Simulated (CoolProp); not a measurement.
c-C4F8 (RC318) at several states: density (kg/m³) from the reference equation and from simpler models built on Tc = 388.4 K, pc = 27.78 bar, ω = 0.355; each cubic takes its own stable root.

Values from CoolProp's reference Helmholtz-energy equation of state, Platzer 1990. This equation is an older, rougher fit; its heat capacities, sound speeds and derivatives of the liquid may be far off and weren't checked against measurements.

```tsv
T (K)	p (bar)	phase	reference	van der Waals	Redlich-Kwong	Peng-Robinson
449.6	2.03	gas	11.02	11.03	11.04	11.05
381.6	0.234	gas	1.480	1.479	1.480	1.480
261.9	26.1	liquid	1644	1031	1486	1759
287.5	1.5	gas	13.23	12.99	13.13	13.26
403.7	7.15	gas	46.23	46.01	46.44	46.78
```
